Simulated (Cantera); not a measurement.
A freely propagating, adiabatic, planar premixed flame of H2 : O2 : N2 = 1 : 0.312 : 1.17 (molar parts), equivalence ratio 1.6, unburnt at 550 K and 760 Torr; mixture-averaged transport, grid criteria slope 0.08 and curve 0.16, no radiation.

Detailed kinetics in Cantera: the H2/O2 subset of GRI-Mech 3.0, which has no nitrogen chemistry. Burning velocities carry a grid error of a few per cent, more on coarse grids.

Question: How do the results move with these cheaper or finer settings: unity-Lewis-number transport; multicomponent transport; multicomponent+Soret transport; grid criteria slope 0.5, curve 1; grid criteria slope 0.25, curve 0.5; grid criteria slope 0.03, curve 0.06?

Answer: 
```tsv
setting	laminar burning velocity	thermal thickness	peak x(O)	peak x(H)	grid points
as above	784 cm/s	0.428 mm	0.00646	0.0910	140
unity-Lewis-number transport	485 cm/s	0.358 mm	0.00527	0.0932	124
multicomponent transport	766 cm/s	0.428 mm	0.00635	0.0907	140
multicomponent+Soret transport	735 cm/s	0.419 mm	0.00634	0.0893	140
grid criteria slope 0.5, curve 1	889 cm/s	0.562 mm	0.00594	0.0927	43
grid criteria slope 0.25, curve 0.5	813 cm/s	0.477 mm	0.00617	0.0918	69
grid criteria slope 0.03, curve 0.06	777 cm/s	0.416 mm	0.00655	0.0907	289
```
Unity Lewis numbers drop preferential diffusion, which matters most where H2 and H carry the flame; Soret adds thermal diffusion.
